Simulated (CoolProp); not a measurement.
A simple Rankine cycle with R236EA: condensing at 311.15 K, boiler at 1.6 MPa, turbine inlet 378.8 K, turbine efficiency 0.9, pump efficiency 0.8, no recuperator. Each further row changes one setting.

The numbers come from the reference Helmholtz-energy equation of state, Rui 2013 in CoolProp.

```
case                             thermal efficiency (%)  net work (kJ/kg)  heat in (kJ/kg)  turbine exit temperature (K)  volume ratio over the turbine
-------------------------------  ----------------------  ----------------  ---------------  ----------------------------  -----------------------------
as stated                                          11.7              22.6              193                         334.7                           5.77
turbine inlet 398.8 K                              11.5              25.1                …                         357.3                           5.44
condensing temperature 303.15 K                    13.0                 …              203                         329.2                           7.48
boiler pressure 1.12 MPa                            9.5              19.2              202                         347.7                           3.70
turbine efficiency 0.8                                …                 …              193                         337.5                           5.84
```

**Question.** What belongs in the gaps?

**Answer.** 
- turbine inlet 398.8 K, heat in (kJ/kg): 217
- condensing temperature 303.15 K, net work (kJ/kg): 26.4
- turbine efficiency 0.8, thermal efficiency (%): 10.3
- turbine efficiency 0.8, net work (kJ/kg): 19.9
